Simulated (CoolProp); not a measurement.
n-pentane along the isotherm 346.85 °C: fugacity coefficient from the reference equation and from simpler models built on Tc = 196.5 °C, pc = 3.368 MPa, ω = 0.251; each cubic takes its own stable root.

The numbers come from the reference Helmholtz-energy equation of state, Thol 2019 in CoolProp.

```json
[
 {"p (MPa)": "0.505", "phase": "gas", "reference": "0.9811", "van der Waals": "0.9780", "Soave-Redlich-Kwong": "0.9821", "Peng-Robinson": "0.9780"},
 {"p (MPa)": "1.01", "phase": "gas", "reference": "0.9625", "van der Waals": "0.9562", "Soave-Redlich-Kwong": "0.9646", "Peng-Robinson": "0.9567"},
 {"p (MPa)": "1.52", "phase": "gas", "reference": "0.9441", "van der Waals": "0.9344", "Soave-Redlich-Kwong": "0.9473", "Peng-Robinson": "0.9358"},
 {"p (MPa)": "2.02", "phase": "gas", "reference": "0.9264", "van der Waals": "0.9132", "Soave-Redlich-Kwong": "0.9307", "Peng-Robinson": "0.9159"},
 {"p (MPa)": "2.53", "phase": "gas", "reference": "0.9088", "van der Waals": "0.8917", "Soave-Redlich-Kwong": "0.9142", "Peng-Robinson": "0.8963"},
 {"p (MPa)": "3.03", "phase": "gas", "reference": "0.8919", "van der Waals": "0.8709", "Soave-Redlich-Kwong": "0.8984", "Peng-Robinson": "0.8776"},
 {"p (MPa)": "3.54", "phase": "supercritical", "reference": "0.8750", "van der Waals": "0.8500", "Soave-Redlich-Kwong": "0.8827", "Peng-Robinson": "0.8593"},
 {"p (MPa)": "4.04", "phase": "supercritical", "reference": "0.8588", "van der Waals": "0.8296", "Soave-Redlich-Kwong": "0.8678", "Peng-Robinson": "0.8419"},
 {"p (MPa)": "4.55", "phase": "supercritical", "reference": "0.8426", "van der Waals": "0.8091", "Soave-Redlich-Kwong": "0.8530", "Peng-Robinson": "0.8248"},
 {"p (MPa)": "5.05", "phase": "supercritical", "reference": "0.8272", "van der Waals": "0.7894", "Soave-Redlich-Kwong": "0.8390", "Peng-Robinson": "0.8087"}
]
```
